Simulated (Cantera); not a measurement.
A closed system holds: 1 mol Si2H6, 0.78 mol H2O, 10 mol H2, equilibrated at 1798 K and 7.50 Torr.

Cantera equilibrium calculation (NASA polynomials, part measured and part estimated; ideal gas, pure solids and liquids). Candidate condensed phases: H2O, Si, SiO2; 18 gas species. The feed counts by its element totals alone. Gases not in the tables: Si2H6 and higher silanes. Equilibrium is a limit: real reactors are often held back by kinetics, nucleation or transport.

Base state: H2 0.943, SiO 0.0535, H 0.00342, Si 0.000308, SiH 3.44e-5, SiH2 2.78e-5 (mole fractions); condensed: Si(l).

Problem. What changes in the equilibrium state with this change: Si2H6 replaced by SiH4?

Solution. 
```
species       before     after
----------  --------  --------
H2             0.943     0.939
SiO           0.0535    0.0574
H            0.00342   0.00341
SiH2         2.78e-5   2.77e-5
SiH          3.44e-5   3.43e-5
Si          0.000308  0.000308
Si(l), mol      1.21     0.215
```

Problem. What changes in the equilibrium state with this change: temperature from 1798 K to 1948 K?

Solution. 
```
species       before     after
----------  --------  --------
H2             0.943     0.933
SiO           0.0535    0.0531
H            0.00342    0.0109
Si          0.000308   0.00232
Si2          1.85e-6   2.12e-5
SiH          3.44e-5  0.000173
SiH2         2.78e-5   7.31e-5
Si(l), mol      1.21      1.18
```
